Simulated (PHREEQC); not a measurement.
Make-up at 50 °C: 0.051 mol/kgw HF, 0.0002 mol/kgw NH4HF2 and 0.0012 mol/kgw H4SiO4. It is in equilibrium with CO2 at log p = -3.5 (atm). Otherwise closed; pH follows from the charge balance.

The numbers come from PHREEQC with the ion-association model, phreeqc.dat.

Each row changes one thing in this solution. This is a speciation only: nothing precipitates in the calculation.

| case | pH | ionic strength (mol/kgw) | HF (mol/kgw) | F- (mol/kgw) | HF2- (mol/kgw) | H4SiO4 (mol/kgw) | SI of Quartz (SiO2) |
|---|---|---|---|---|---|---|---|
| as made | 2.25 | 0.00745 | 0.0398 | 0.00328 | 0.000567 | 6.76e-9 | -4.53 |
| NH4HF2 left out | 2.25 | 0.00735 | 0.0395 | 0.00320 | 0.000549 | 7.32e-9 | -4.49 |
| temperature from 50 to 45 °C | 2.24 | 0.00767 | 0.0396 | 0.00348 | (withheld) | 2.81e-9 | -4.85 |
| HF from 0.051 to 0.0051 mol/kgw | 2.89 | 0.00184 | 0.00278 | 0.000949 | 1.14e-5 | 0.000908 | +0.60 |
| diluted 10-fold with water | 2.90 | 0.00142 | 0.00350 | 0.00120 | 1.82e-5 | 5.27e-5 | -0.64 |
| temperature from 50 to 90 °C | 2.38 | 0.00592 | 0.0416 | 0.00200 | 0.000344 | 6.83e-6 | -1.97 |
| temperature from 50 to 30 °C | 2.20 | 0.00834 | 0.0388 | 0.00410 | 0.000633 | 1.95e-10 | -5.80 |
| NH4HF2 from 0.0002 to 0.001 mol/kgw | (withheld) | 0.00786 | 0.0409 | 0.00362 | 0.000642 | 4.96e-9 | -4.66 |

Q: What belongs in the gaps?

A: 
- temperature from 50 to 45 °C, HF2- (mol/kgw): 0.000588
- NH4HF2 from 0.0002 to 0.001 mol/kgw, pH: 2.28

Some of these states are supersaturated (in Quartz (slow to form), Chalcedony (slow to form), for instance). Away from 25 °C the constants follow the database's enthalpies or fits; those with neither stay at their 25 °C values. SiF6-2 is the database's only silicon fluoride.
